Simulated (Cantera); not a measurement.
Feed: 1 mol Fe3O4, 1 mol Cl2, 0.073 mol O2, held at 1350 K and 0.820 bar.

Equilibrium computed with Cantera from the NASA thermochemical tables; the gas is ideal and each condensed phase is pure. Candidate condensed phases: Fe, FeCl2, FeCl3, FeO, Fe2O3, Fe3O4; 13 gas species. Equilibrium is a limit: real reactors are often held back by kinetics, nucleation or transport.

Base state: Cl2 0.413, FeCl3 0.359, O2 0.142, FeCl2 0.0684, Cl 0.0135, Fe2Cl6 0.00323, Fe2Cl4 0.000525, ClO 0.000140 (mole fractions); condensed: Fe2O3(s).

Question: What changes in the equilibrium state with this change: O2 from 0.073 to 0.22 mol?

Answer: 
```
species          before     after
-------------  --------  --------
Cl2               0.413     0.434
FeCl3             0.359     0.277
O2                0.142     0.222
FeCl2            0.0684    0.0514
Cl               0.0135    0.0139
Fe2Cl4         0.000525  0.000297
Fe2Cl6          0.00323   0.00192
ClO            0.000140  0.000180
Fe2O3(s), mol      1.29      1.32
```
